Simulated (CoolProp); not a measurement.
Saturation properties of cyclopropane.

Model: reference Helmholtz-energy equation of state, Polt 1992, in CoolProp. This equation is an older, rougher fit; its heat capacities, sound speeds and derivatives of the liquid may be far off and weren't checked against measurements.

```csv
T (°C),p (MPa),liquid density (kg/m³),enthalpy of vaporisation (kJ/kg)
31.95,(withheld),608.1,391.8
40.15,1.068,594.6,(withheld)
48.35,1.297,(withheld),364.6
56.55,1.561,565.7,349.6
64.75,1.861,(withheld),333.2
72.95,2.201,(withheld),(withheld)
81.15,2.585,514.8,(withheld)
89.35,3.016,494.5,272.3
```

Q: Fill in the missing entries.

A: 
- 31.95, p (MPa): 0.8701
- 40.15, enthalpy of vaporisation (kJ/kg): 378.6
- 48.35, liquid density (kg/m³): 580.5
- 64.75, liquid density (kg/m³): 550.0
- 72.95, liquid density (kg/m³): 533.1
- 72.95, enthalpy of vaporisation (kJ/kg): 315.2
- 81.15, enthalpy of vaporisation (kJ/kg): 295.1
